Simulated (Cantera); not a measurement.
## NO annealing gas

An isothermal, constant-pressure homogeneous reactor starts with 74.6 % NO, 25.4 % N₂, at 1550 K and 1.78 atm.

Cantera simulation using GRI-Mech 3.0 (53 species, 325 reactions); the numbers are that mechanism's predictions, not measurements.

```tsv
t (s)	x NO	x O	x N₂	x N₂O	x NO₂	x O₂
0.000200	0.746	3.77e-8	0.254	3.41e-6	3.43e-6	1.63e-9
0.000743	0.746	4.48e-8	0.254	1.24e-5	1.31e-5	1.55e-8
0.00276	0.746	7.22e-8	0.254	4.23e-5	5.20e-5	2.65e-7
0.0102	0.746	1.78e-7	0.254	0.000118	0.000218	8.38e-6
0.0381	0.745	4.00e-7	0.254	0.000195	0.000615	0.000249
0.141	0.741	4.98e-7	0.256	0.000201	0.000787	0.00193
0.525	0.728	6.84e-7	0.263	0.000194	0.00109	0.00819
1.95	0.684	1.10e-6	0.285	0.000170	0.00168	0.0299
7.25	0.557	1.83e-6	0.348	0.000112	0.00232	0.0925
26.9	0.329	2.69e-6	0.462	3.89e-5	0.00202	0.207
100	0.127	3.27e-6	0.563	5.88e-6	0.000954	0.309
```
x: mole fraction; the columns are a selection and need not sum to one.

Equilibrium at this temperature and pressure: NO 0.00185, O 3.58e-6, N₂ 0.626, N₂O 1.34e-7, NO₂ 1.52e-5, O₂ 0.372 (gas phase only).
